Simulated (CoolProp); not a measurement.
Vapour-liquid equilibrium of R125 (1) + R236FA (2) at 197.1 K; x and y are mole fractions of (1).

Model: multi-fluid Helmholtz-energy mixture model, Lemmon 2005 and Pan 2012; pair parameters Bell 2016, in CoolProp.

| x | bubble pressure, mixture model (kPa) | bubble pressure, Raoult's law (kPa) | y, mixture model | y, Raoult's law |
|---|---|---|---|---|
| 0.05 | 2.035 | 1.951 | 0.539 | 0.521 |
| 0.125 | 3.572 | 3.400 | 0.758 | 0.747 |
| 0.2 | 5.071 | 4.849 | 0.843 | 0.838 |
| 0.275 | 6.539 | 6.299 | 0.889 | 0.887 |
| 0.35 | 7.985 | 7.748 | 0.918 | 0.917 |
| 0.425 | 9.413 | 9.198 | 0.938 | 0.938 |
| 0.5 | 10.83 | 10.65 | 0.953 | 0.954 |
| 0.575 | 12.24 | 12.10 | 0.964 | 0.965 |
| 0.65 | 13.65 | 13.55 | 0.973 | 0.975 |
| 0.725 | 15.06 | 15.00 | 0.981 | 0.982 |
| 0.8 | 16.47 | 16.44 | 0.987 | 0.988 |
| 0.875 | 17.90 | 17.89 | 0.992 | 0.993 |
| 0.95 | 19.34 | 19.34 | 0.997 | 0.997 |

The largest gap from Raoult's law is +5.1 % in bubble pressure, at x = 0.125. No azeotrope shows between x = 0.05 and 0.95.

The pair parameters rest on a limited set of measurements; away from them the model extrapolates.
